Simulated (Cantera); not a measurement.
**Premixed flame**

A freely propagating, adiabatic, planar premixed flame of CH4 : C2H6 : C3H8 : O2 : N2 = 1 : 0.13 : 1.1 : 7.96 : 31 (molar parts), equivalence ratio 1.00, unburnt at 600 K and 2.50 bar; mixture-averaged transport, grid criteria slope 0.08 and curve 0.16, no radiation.

Detailed kinetics in Cantera: GRI-Mech 3.0 (53 species, 325 reactions). GRI-Mech 3.0 was tuned for natural gas; its chemistry of propane as a main component is partial and can be far from experiment. Burning velocities carry a grid error of a few per cent, more on coarse grids.

| z (mm) | T (K) | u (m/s) | x CH4 | x C2H6 | x C3H8 | x H2O2 | x NO | x H2 |
|---|---|---|---|---|---|---|---|---|
| -0.411 | 600 | 1.16 | 0.0243 | 0.00315 | 0.0267 | 1.70e-8 | <1e-8 | 0.000868 |
| -0.274 | 602 | 1.16 | 0.0242 | 0.00315 | 0.0266 | 2.44e-7 | <1e-8 | 0.00257 |
| -0.205 | 608 | 1.18 | 0.0240 | 0.00314 | 0.0266 | 1.08e-6 | 2.16e-8 | 0.00453 |
| -0.137 | 648 | 1.26 | 0.0233 | 0.00312 | 0.0262 | 6.29e-6 | 1.55e-7 | 0.00836 |
| -0.0685 | 961 | 1.92 | 0.0189 | 0.00299 | 0.0203 | 3.17e-5 | 1.92e-6 | 0.0152 |
| -0.0342 | 1356 | 2.77 | 0.0130 | 0.00208 | 0.00784 | 2.95e-5 | 5.15e-6 | 0.0189 |
| 0 | 1763 | 3.66 | 0.00452 | 0.000216 | 0.000262 | 2.65e-6 | 1.12e-5 | 0.0191 |
| 0.0342 | 1953 | 4.06 | 0.000500 | 1.19e-6 | 2.18e-7 | 6.72e-7 | 1.99e-5 | 0.0148 |
| 0.0685 | 2018 | 4.17 | 2.64e-5 | <1e-8 | <1e-8 | 5.02e-7 | 2.68e-5 | 0.0121 |
| 0.137 | 2090 | 4.29 | 6.09e-8 | <1e-8 | <1e-8 | 4.03e-7 | 3.50e-5 | 0.0112 |
| 0.274 | 2175 | 4.44 | <1e-8 | <1e-8 | <1e-8 | 3.02e-7 | 4.65e-5 | 0.0102 |
| 0.548 | 2261 | 4.59 | <1e-8 | <1e-8 | <1e-8 | 2.22e-7 | 6.54e-5 | 0.00829 |
| 1.10 | 2332 | 4.71 | <1e-8 | <1e-8 | <1e-8 | 1.69e-7 | 9.63e-5 | 0.00645 |
x: mole fraction of selected species; z is measured from the peak of heat release.

| Property | Value |
|---|---|
| laminar burning velocity | 116 cm/s |
| thermal thickness | 0.137 mm |
| peak x(H2O2) | 3.66e-5 |
| peak x(H2) | 0.0198 |
| grid points | 136 |
